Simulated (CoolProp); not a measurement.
Values from CoolProp's reference Helmholtz-energy equation of state, de Vries 1995.

Task: For R124, give the phase and the cp (kJ/(kg K)), speed of sound (m/s), Prandtl number at 13.15 °C and 88.7 kPa; 88.65 °C and 19.1 kPa.

Result: 
- 13.15 °C and 88.7 kPa: gas; cp 0.726, speed of sound 135, Prandtl number 0.733
- 88.65 °C and 19.1 kPa: gas; cp 0.814, speed of sound 154, Prandtl number 0.697

Viscosity comes from a separate model (Bell 2016), an estimate that may be off by 10 % or more. Thermal conductivity comes from a separate model (Huber 2003), an estimate that may be off by 10 % or more.
